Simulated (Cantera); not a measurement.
LiOH + H2O + H2 (calcination and drying)

Feed: 1 mol LiOH, 0.067 mol H2O, 0.032 mol H2, held at 0.218 Torr.

Equilibrium computed with Cantera from the NASA thermochemical tables; the gas is ideal and each condensed phase is pure. Candidate condensed phases: H2O, Li, LiH, LiOH, Li2O; 17 gas species. Equilibrium is a limit: real reactors are often held back by kinetics, nucleation or transport.

At 1523 K the condensed part is Li2O(s). From 1548 K to 1673 K nothing is condensed. The main Li-bearing gas is LiOH throughout.

```csv
T (K),x LiOH,x H2O,x Li,x Li2O,x H2,x O2,x OH,x H,n Li2O(s)
1523,0.807,0.131,0.0428,0.0115,0.00756,6.75e-6,6.28e-5,0.000118,0.0173
1548,0.814,0.120,0.0466,0.0136,0.00516,2.31e-5,0.000101,0.000130,0
1573,0.810,0.122,0.0488,0.0141,0.00417,6.81e-5,0.000163,0.000154,0
1598,0.806,0.124,0.0509,0.0145,0.00338,0.000195,0.000260,0.000182,0
1623,0.801,0.126,0.0535,0.0150,0.00280,0.000524,0.000405,0.000215,0
1648,0.794,0.128,0.0572,0.0153,0.00245,0.00125,0.000609,0.000259,0
1673,0.784,0.131,0.0627,0.0154,0.00231,0.00253,0.000877,0.000321,0
```
x: gas mole fraction; n: condensed amount in mol.
